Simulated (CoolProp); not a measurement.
Properties of cyclohexane along the isobar 2.24 MPa (Tc = 280.5 °C, pc = 4.081 MPa, ω = 0.209).

Computed with CoolProp (reference Helmholtz-energy equation of state, Zhou 2014).

```tsv
T (°C)	phase	density (kg/m³)	cv (kJ/(kg K))	speed of sound (m/s)
193.05	liquid	592.1	2.132	545.4
204.85	liquid	573.9	2.187	493.0
216.75	liquid	553.4	2.244	436.8
228.55	liquid	529.8	2.301	375.8
240.35	gas	65.12	2.343	155.5
252.15	gas	60.32	___	167.1
264.05	gas	56.62	2.412	176.5
275.85	gas	53.66	2.450	184.5
287.65	gas	51.17	2.489	191.6
299.55	gas	49.00	___	198.0
311.35	gas	47.12	2.569	203.7
323.15	gas	___	2.609	209.1
335.05	gas	43.92	2.649	214.1
346.85	gas	42.55	2.689	218.8
```

Problem. Some entries are withheld; supply them.

Solution. 
- 252.15, cv (kJ/(kg K)): 2.376
- 299.55, cv (kJ/(kg K)): 2.529
- 323.15, density (kg/m³): 45.44
